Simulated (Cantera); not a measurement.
## Cu₂O + CH₄ + N₂ (carbothermic reduction)

Input: 1 mol Cu₂O, 2.6 mol CH₄, 1.2 mol N₂.

Equilibrium computed with Cantera from the NASA thermochemical tables; the gas is ideal and each condensed phase is pure. Candidate condensed phases: C, C₆H₆, C₇H₈, C₈H₁₈, Cu, CuO, Cu(OH)₂, Cu₂O, H₂O; 139 gas species. Kinetics and transport are ignored.

Stable condensed phases:

```
T in K \ P in Pa
              10      42     180     750    3200   13000   56000  240000 1000000
   1975        A       A       A       A       B       B       B       B       B
   1925        A       A       A       A       B       B       B       B       B
   1875        A       A       A       B       B       B       B       B       B
   1825        A       A       A       B       B       B       B       B       B
   1775        A       A       A       B       B       B       B       B       B
   1725        A       A       B       B       B       B       B       B       B
   1675        A       A       B       B       B       B       B       B       B
   1625        A       B       B       B       B       B       B       B       B
   1575        A       B       B       B       B       B       B       B       B
```

A: C; B: C + Cu.
